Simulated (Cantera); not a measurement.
Cantera run:

```python
import numpy as np
import cantera as ct

gas_names = """
    CL CL2 N N2 Si SiCL SiCL2 SiCL3 SiCL4 SiN Si2 Si2N Si3
""".split()
cond_names = """
    Si(cr) Si(L) Si3N4(a)
""".split()


# ... load() reads the species with a 1 bar reference pressure and builds the phases ...
atoms = {
    'Si': {'Si': 1},
    'Cl2': {'CL': 2},
    'N2': {'N': 2},
}
top_T = {'Si3N4(a)': 2400}  # K; cautious upper limits of use, not melting points


# ... equilibrate(T, P, feed) seeds the gas with the atoms and calls Mixture.equilibrate('TP', solver="vcs", rtol=1e-11, max_steps=5000) ...
results = []
T = 1073.15  # K
P = 18  # Pa
for m in [1.1, 1.8, 2.5, 3.2, 3.9, 4.6, 5.3, 6.1, 6.8]:
    feed = {'Si': 1, 'Cl2': m, 'N2': 2.9}  # mol
    mix = equilibrate(T, P, feed)
    results.append((T, P, feed, dict(zip(mix.species_names, mix.species_moles))))

top = {s: max(r[3][s] / sum(r[3][g] for g in gas_names) for r in results) for s in gas_names}
cols = sorted((s for s in top if top[s] > 0.0001), key=lambda s: -top[s])[:9]
seen = [c for c in cond_names if any(r[3].get(c, 0) > 1e-12 for r in results)]
print("log10 of partial pressures in bar; condensed amounts in mol")
print(f"{'n(Cl2)':>10s}" + "".join(f"{s[:9]:>10s}" for s in cols + seen))
for T, P, feed, n in results:
    ng = sum(n[g] for g in gas_names)
    print(f"{feed['Cl2']:10.4g}" + "".join(f"{np.log10(max(n[s] / ng * P / 1e5, 1e-99)):10.3f}" for s in cols)
          + "".join(f"{n.get(c, 0):10.4g}" for c in seen))
```

Result:

```
log10 of partial pressures in bar; condensed amounts in mol
    n(Cl2)        N2       CL2     SiCL4        CL     SiCL3     SiCL2  Si3N4(a)
       1.1    -3.829   -13.069    -4.512    -9.502    -6.196    -6.677    0.1485
       1.8    -3.865   -13.011    -4.371    -9.473    -6.085    -6.595   0.03103
       2.5    -3.931    -4.747    -4.394    -5.341   -10.239   -14.881         0
       3.2    -3.998    -4.418    -4.460    -5.176   -10.470   -15.277         0
       3.9    -4.055    -4.270    -4.518    -5.102   -10.602   -15.482         0
       4.6    -4.106    -4.181    -4.568    -5.058   -10.696   -15.621         0
       5.3    -4.151    -4.121    -4.614    -5.028   -10.772   -15.726         0
       6.1    -4.198    -4.072    -4.660    -5.004   -10.843   -15.822         0
       6.8    -4.234    -4.039    -4.697    -4.987   -10.896   -15.891         0
```

Equilibrium computed with Cantera from the NASA thermochemical tables; the gas is ideal and each condensed phase is pure. N2 is the only nitrogen source here; it is nearly inert below about 1500 K, so the nitride shown seldom forms there in practice. The tables' values for SiCl3 are old estimates; treat these amounts as uncertain.
